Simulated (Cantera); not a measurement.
Input: 1 mol CuF2, 26 mol H2, equilibrated at 750 Torr.

Cantera equilibrium calculation (NASA polynomials, part measured and part estimated; ideal gas, pure solids and liquids). Candidate condensed phases: Cu, CuF2; 15 gas species. The numbers say what is thermodynamically allowed, not how fast it happens.

Task: At 1473 K, list the 3 most abundant gas species with their mole fractions, and the condensed phases.

Result: H2 0.926, HF 0.0741, H 1.22e-5. Condensed: Cu(l).
